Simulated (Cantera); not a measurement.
Charge: 1 mol SiF4, 0.36 mol N2, 44 mol H2, at 873 K and 0.0443 Torr.

Equilibrium computed with Cantera from the NASA thermochemical tables; the gas is ideal and each condensed phase is pure. Candidate condensed phases: Si, Si3N4; 37 gas species. N2 is the only nitrogen source here; it is nearly inert below about 1500 K, so the nitride shown seldom forms there in practice. The numbers say what is thermodynamically allowed, not how fast it happens.

What is the equilibrium state?


```json
{
 "x(H2)": "0.970",
 "x(SiF4)": "0.0220",
 "x(N2)": "0.00792",
 "x(HF)": "0.000157",
 "x(SiHF3)": "2.69e-5",
 "x(SiF3)": "2.84e-6",
 "n(Si3N4(s))": "0.000481 mol",
 "gas_amount": "45.36 mol",
 "log10 activity of Si(s) (absent)": "-4.86"
}
```
